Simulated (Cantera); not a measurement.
Cantera run, input and output.

```python
import numpy as np
import cantera as ct

gas = ct.Solution("h2o2.yaml")
gas.TPX = 423, 170000, {'H2': 1, 'O2': 0.617, 'N2': 2.32}
flame = ct.FreeFlame(gas, width=0.028)
flame.set_refine_criteria(ratio=3, slope=0.08, curve=0.16)
flame.transport_model = "mixture-averaged"
flame.solve(loglevel=0, auto=True)
z, T = flame.grid, flame.T
thick = (T[-1] - T[0]) / np.gradient(T, z).max()
show = ['H2', 'O2', 'OH', 'H2O', 'H2O2', 'H']
print(f"laminar burning velocity  {flame.velocity[0] * 100:.3f} cm/s")
print(f"burnt temperature         {T[-1]:.1f} K")
print(f"thermal thickness         {thick * 1e3:.4f} mm")
print(f"grid points               {len(z)}")
z0 = z[flame.heat_release_rate.argmax()]
print(f"{'z/mm':>9s}{'T/K':>9s}{'u/(m/s)':>9s}" + "".join(f"{s:>11s}" for s in show))
rows = []
for k in (-3, -2, -1.5, -1, -0.5, -0.25, 0, 0.25, 0.5, 1, 2, 4, 8):
    zz = z0 + k * thick
    rows.append([k * thick, np.interp(zz, z, T), np.interp(zz, z, flame.velocity),
                 *(np.interp(zz, z, flame.X[gas.species_index(s)]) for s in show)])
    print(f"{rows[-1][0] * 1e3:9.3f}{rows[-1][1]:9.1f}{rows[-1][2]:9.3f}" + "".join(f"{x:11.3e}" for x in rows[-1][3:]))
```

Result:

```
laminar burning velocity  300.337 cm/s
burnt temperature         2262.1 K
thermal thickness         0.1964 mm
grid points               109
     z/mm      T/K  u/(m/s)         H2         O2         OH        H2O       H2O2          H
   -0.589    423.0    3.003  2.540e-01  1.567e-01  1.420e-14  2.554e-10  8.740e-13  2.275e-15
   -0.393    423.0    3.003  2.539e-01  1.567e-01  7.968e-13  1.769e-08  8.029e-11  1.285e-13
   -0.295    423.0    3.003  2.538e-01  1.568e-01  7.449e-12  1.885e-07  9.971e-10  1.191e-12
   -0.196    423.5    3.001  2.524e-01  1.571e-01  6.949e-10  6.666e-06  4.831e-08  9.425e-11
   -0.098    458.7    3.188  2.354e-01  1.598e-01  1.674e-05  1.624e-03  1.779e-05  7.269e-06
   -0.049    736.8    4.937  1.899e-01  1.545e-01  8.910e-04  2.800e-02  7.806e-05  1.872e-03
    0.000   1180.7    7.688  1.160e-01  1.222e-01  2.592e-03  1.031e-01  2.087e-05  1.346e-02
    0.049   1498.7    9.667  5.418e-02  7.659e-02  7.413e-03  1.830e-01  5.504e-06  2.405e-02
    0.098   1672.4   10.738  3.038e-02  5.460e-02  1.134e-02  2.189e-01  2.949e-06  2.387e-02
    0.196   1844.9   11.757  2.140e-02  4.495e-02  1.398e-02  2.378e-01  1.487e-06  1.673e-02
    0.393   1998.8   12.627  1.632e-02  4.088e-02  1.421e-02  2.511e-01  8.256e-07  9.176e-03
    0.786   2119.5   13.285  1.071e-02  3.807e-02  1.260e-02  2.635e-01  5.295e-07  4.140e-03
    1.571   2200.9   13.717  5.922e-03  3.646e-02  9.923e-03  2.730e-01  3.705e-07  1.531e-03
```

Computed with Cantera and the H2/O2 subset of GRI-Mech 3.0, which has no nitrogen chemistry. Burning velocities carry a grid error of a few per cent, more on coarse grids.
